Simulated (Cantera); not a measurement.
An isothermal, constant-pressure homogeneous reactor starts with C2H6 : N2 = 1 : 3.8 (molar parts), at 1198 K and 0.000180 bar.

Detailed kinetics in Cantera: GRI-Mech 3.0 (53 species, 325 reactions). GRI-Mech 3.0 stops at C3 and has no aromatics, soot or wall deposition, so with more carbon than oxygen in the feed, carbon stays in small species such as C2H2 where larger ones or solid carbon would form. Radical loss at walls, strong at low pressure, is not modelled.

x: mole fraction; the columns are a selection and need not sum to one.

```json
[
 {"t (s)": "2.00e-6", "x C2H6": "0.208", "x HCN": "<1e-12", "x C2H2": "<1e-12", "x C2H": "<1e-12", "x H": "<1e-12"},
 {"t (s)": "7.66e-6", "x C2H6": "0.208", "x HCN": "<1e-12", "x C2H2": "<1e-12", "x C2H": "<1e-12", "x H": "<1e-12"},
 {"t (s)": "2.94e-5", "x C2H6": "0.208", "x HCN": "<1e-12", "x C2H2": "<1e-12", "x C2H": "<1e-12", "x H": "3.20e-12"},
 {"t (s)": "0.000112", "x C2H6": "0.208", "x HCN": "<1e-12", "x C2H2": "<1e-12", "x C2H": "<1e-12", "x H": "1.18e-11"},
 {"t (s)": "0.000431", "x C2H6": "0.208", "x HCN": "<1e-12", "x C2H2": "<1e-12", "x C2H": "<1e-12", "x H": "4.60e-11"},
 {"t (s)": "0.00165", "x C2H6": "0.208", "x HCN": "<1e-12", "x C2H2": "<1e-12", "x C2H": "<1e-12", "x H": "4.34e-10"},
 {"t (s)": "0.00632", "x C2H6": "0.208", "x HCN": "<1e-12", "x C2H2": "<1e-12", "x C2H": "<1e-12", "x H": "8.94e-9"},
 {"t (s)": "0.0242", "x C2H6": "0.208", "x HCN": "<1e-12", "x C2H2": "1.85e-12", "x C2H": "<1e-12", "x H": "1.48e-7"},
 {"t (s)": "0.0928", "x C2H6": "0.208", "x HCN": "<1e-12", "x C2H2": "2.70e-9", "x C2H": "<1e-12", "x H": "1.90e-6"},
 {"t (s)": "0.356", "x C2H6": "0.204", "x HCN": "7.89e-11", "x C2H2": "___", "x C2H": "1.76e-12", "x H": "___"},
 {"t (s)": "1.36", "x C2H6": "0.170", "x HCN": "7.85e-10", "x C2H2": "0.000402", "x C2H": "7.82e-11", "x H": "2.47e-5"},
 {"t (s)": "5.22", "x C2H6": "0.0500", "x HCN": "2.48e-9", "x C2H2": "0.00997", "x C2H": "9.46e-10", "x H": "4.49e-5"},
 {"t (s)": "20.0", "x C2H6": "___", "x HCN": "___", "x C2H2": "___", "x C2H": "8.52e-10", "x H": "___"}
]
```

Question: What belongs in the gaps?

Answer: 
- 0.356, x C2H2: 2.55e-6
- 0.356, x H: 1.04e-5
- 20.0, x C2H6: 0.00232
- 20.0, x HCN: 3.14e-9
- 20.0, x C2H2: 0.0345
- 20.0, x H: 1.72e-5
